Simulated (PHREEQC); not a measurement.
Model water analysis in mmol/kgw, 15 °C, pH 1.9, pe 9:

| constituent | mmol/kgw |
|---|---|
| Na | 0.625 |
| K | 2.57 |
| Ca | 0.411 |
| Mg | 5.79 |
| Cl | 5.29 |
| S(6) | 17.7 |
| Cu(2) | 0.221 |

Na is adjusted to close the charge balance.
Valence states are taken as typed.

Computed with PHREEQC (ion-association model, phreeqc.dat).

Precipitation was switched off in this run.

Task: Order these Ca species by the share of Ca that they hold, largest first: CaHSO4+, Ca+2, CaSO4.

Result: Ca+2 (71 %), CaSO4 (27 %), CaHSO4+ (2.4 %)

The pH is 1.90 and the ionic strength 0.0454 mol/kgw. Complexes and solids missing from the database can't appear.
